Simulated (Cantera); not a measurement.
A closed system holds: 1 mol Ca(OH)2, 1.6 mol H2, 0.073 mol CO2, equilibrated at 1 atm.

Equilibrium computed with Cantera from the NASA thermochemical tables; the gas is ideal and each condensed phase is pure. Candidate condensed phases: C, C6H6, C7H8, C8H18, Ca, CaCO3, CaO, Ca(OH)2, H2O; 115 gas species. The numbers say what is thermodynamically allowed, not how fast it happens.

x: gas mole fraction; n: condensed amount in mol.

| T (K) | x H2 | x H2O | x CH4 | x CO | x CO2 | x H | x OH | n Ca(OH)2(s) | n CaO(s) | n CaCO3(calcite) |
|---|---|---|---|---|---|---|---|---|---|---|
| 598 | 0.857 | 0.0956 | 0.0478 | 3.18e-9 | 1.03e-8 | <1e-12 | <1e-12 | 1.00 | 0 | 0 |
| 698 | 0.833 | 0.121 | 0.0465 | 2.33e-6 | 3.24e-6 | <1e-12 | <1e-12 | 0.956 | 0.0436 | 0 |
| 798 | 0.608 | 0.390 | 0.00212 | 0.000105 | 0.000287 | 2.06e-12 | <1e-12 | 0 | 0.934 | 0.0665 |
| 898 | 0.601 | 0.389 | 0.00161 | 0.00347 | 0.00521 | 8.43e-11 | <1e-12 | 0 | 0.954 | 0.0461 |
| 998 | 0.584 | 0.389 | (withheld) | (withheld) | (withheld) | (withheld) | (withheld) | 0 | 1.00 | 0 |
| 1098 | 0.582 | 0.391 | 2.85e-5 | 0.0164 | 0.0109 | 1.87e-8 | 5.54e-11 | 0 | 1.00 | 0 |
| 1198 | 0.580 | 0.392 | 3.98e-6 | 0.0183 | 0.00904 | 1.44e-7 | 7.69e-10 | 0 | 1.00 | 0 |
| 1298 | 0.579 | 0.394 | 7.37e-7 | 0.0197 | 0.00763 | 8.10e-7 | 7.13e-9 | 0 | 1.00 | 0 |
| 1398 | 0.578 | 0.395 | 1.72e-7 | 0.0208 | 0.00656 | 3.57e-6 | 4.81e-8 | 0 | 1.00 | 0 |
| 1498 | 0.577 | 0.396 | (withheld) | 0.0216 | (withheld) | (withheld) | (withheld) | 0 | 1.000 | 0 |
| 1598 | 0.576 | 0.396 | 1.61e-8 | 0.0222 | 0.00510 | 4.01e-5 | 1.07e-6 | 0 | 1.000 | 0 |
| 1698 | 0.576 | 0.397 | 6.04e-9 | 0.0227 | 0.00459 | 0.000109 | 3.86e-6 | 0 | 1.000 | 0 |
| 1798 | 0.575 | 0.397 | 2.54e-9 | 0.0231 | 0.00419 | 0.000265 | 1.20e-5 | 0 | 1.000 | 0 |
| 1898 | 0.575 | 0.397 | 1.17e-9 | 0.0234 | 0.00386 | 0.000589 | 3.33e-5 | 0 | 1.000 | 0 |

### Question
What belongs in the gaps?

### Answer

- 1498, x CH4: 4.86e-8
- 1498, x CO2: 0.00574
- 1498, x H: 1.30e-5
- 1498, x OH: 2.52e-7
- 998, x CH4: 0.000289
- 998, x CO: 0.0138
- 998, x CO2: 0.0133
- 998, x H: 1.63e-9
- 998, x OH: 2.37e-12
